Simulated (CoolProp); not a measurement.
A single-stage vapour-compression cycle with R13: evaporating at 223.15 K (dew point), condensing at 286.15 K (bubble point), superheat 5 K, subcooling 2 K, compressor efficiency 0.6, no pressure losses. Each further row changes one setting.

Model: reference Helmholtz-energy equation of state, Platzer 1990, in CoolProp. This equation is an older, rougher fit; its heat capacities, sound speeds and derivatives of the liquid may be far off and weren't checked against measurements.

| case | cooling COP | pressure ratio | discharge temperature (K) | refrigerating effect (kJ/kg) | volumetric capacity (kJ/m³) |
|---|---|---|---|---|---|
| as stated | 1.24 | 6.47 | 335.0 | 67.6 | 1730 |
| evaporating temperature 228.15 K | 1.42 | [?] | 330.2 | 69.3 | 2130 |
| condensing temperature 281.15 K | 1.46 | 5.74 | [?] | 74.3 | 1900 |
| subcooling 7 K | 1.37 | 6.47 | 335.0 | 74.7 | [?] |
| superheat 15 K | 1.27 | 6.47 | 346.9 | 73.8 | 1780 |
| compressor efficiency 0.5 | 1.03 | 6.47 | 348.1 | 67.6 | 1730 |

What belongs in the gaps?


- evaporating temperature 228.15 K, pressure ratio: 5.37
- condensing temperature 281.15 K, discharge temperature (K): 327.7
- subcooling 7 K, volumetric capacity (kJ/m³): 1920
